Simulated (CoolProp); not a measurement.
Vapour-liquid equilibrium of n-octane (1) + p-xylene (2) at 14.9 kPa; x and y are mole fractions of (1).

The numbers come from the multi-fluid Helmholtz-energy mixture model, Beckmüller 2019 and Zhou 2012; pair parameters Bell 2016 in CoolProp.

Give the bubble temperature and the first vapour's composition at x = 0.05, 0.5, 0.725. Is there an azeotrope?

x = 0.05: 350.7 K, y = 0.093; x = 0.5: 344.5 K, y = 0.595; x = 0.725: 342.9 K, y = 0.776. No azeotrope shows between x = 0.05 and 0.95.

The pair parameters rest on a limited set of measurements; away from them the model extrapolates.
